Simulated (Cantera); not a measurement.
Input: 1 mol MgO, 6.3 mol N2, 0.52 mol O2, held at 240 Torr.

Cantera equilibrium calculation (NASA polynomials, part measured and part estimated; ideal gas, pure solids and liquids). Candidate condensed phases: Mg, MgO; 13 gas species. The numbers say what is thermodynamically allowed, not how fast it happens.

Q: What share of the Mg ends up in condensed phases as a function of T (°C), at 2300, 2350, 2400, 2450, 2500, 2550, 2600?

A: 
```json
[
 {"T (°C)": "2300", "Mg condensed (%)": "98.7", "as": "MgO(s)"},
 {"T (°C)": "2350", "Mg condensed (%)": "97.5", "as": "MgO(s)"},
 {"T (°C)": "2400", "Mg condensed (%)": "95.4", "as": "MgO(s)"},
 {"T (°C)": "2450", "Mg condensed (%)": "91.6", "as": "MgO(s)"},
 {"T (°C)": "2500", "Mg condensed (%)": "85.2", "as": "MgO(s)"},
 {"T (°C)": "2550", "Mg condensed (%)": "74.2", "as": "MgO(s)"},
 {"T (°C)": "2600", "Mg condensed (%)": "55.7", "as": "MgO(s)"}
]
```
